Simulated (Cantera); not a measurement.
An adiabatic, constant-pressure homogeneous reactor starts with CH₄ : C₂H₆ : O₂ : N₂ : CO₂ = 1 : 0.053 : 1.82 : 17.1 : 2.4 (molar parts), equivalence ratio 1.2, at 1775 K and 3750 Torr. Integrator tolerance rtol = 1e-08.

Model: GRI-Mech 3.0 (53 species, 325 reactions), integrated in Cantera.

Q: What does this change do: constant volume in place of constant pressure?

A: 
```
quantity                                                              before                                    after
---------------------------------  -----------------------------------------  ---------------------------------------
time of steepest temperature rise                                    43.0 µs                                  39.0 µs
temperature at 0.400 s                                                2447 K                                   2572 K
equilibrium temperature                                               2447 K                                   2572 K
x(CH₄) at 0.400 s                      <1e-12 (gas-phase equilibrium <1e-12)    <1e-12 (gas-phase equilibrium <1e-12)
x(C₂H₆) at 0.400 s                     <1e-12 (gas-phase equilibrium <1e-12)    <1e-12 (gas-phase equilibrium <1e-12)
x(O₂) at 0.400 s                     0.00185 (gas-phase equilibrium 0.00185)  0.00334 (gas-phase equilibrium 0.00334)
x(CH₃) at 0.400 s                      <1e-12 (gas-phase equilibrium <1e-12)    <1e-12 (gas-phase equilibrium <1e-12)
x(HCN) at 0.400 s                  9.74e-10 (gas-phase equilibrium 9.74e-10)  1.89e-9 (gas-phase equilibrium 1.89e-9)
```

Q: What does this change do: 0.27 parts H2 added?

A: 
```tsv
quantity	before	after
time of steepest temperature rise	43.0 µs	32.9 µs
temperature at 0.400 s	2447 K	2449 K
equilibrium temperature	2447 K	2449 K
x(CH₄) at 0.400 s	<1e-12 (gas-phase equilibrium <1e-12)	<1e-12 (gas-phase equilibrium <1e-12)
x(C₂H₆) at 0.400 s	<1e-12 (gas-phase equilibrium <1e-12)	<1e-12 (gas-phase equilibrium <1e-12)
x(O₂) at 0.400 s	0.00185 (gas-phase equilibrium 0.00185)	0.00110 (gas-phase equilibrium 0.00110)
x(CH₃) at 0.400 s	<1e-12 (gas-phase equilibrium <1e-12)	<1e-12 (gas-phase equilibrium <1e-12)
x(HCN) at 0.400 s	9.74e-10 (gas-phase equilibrium 9.74e-10)	1.85e-9 (gas-phase equilibrium 1.85e-9)
```
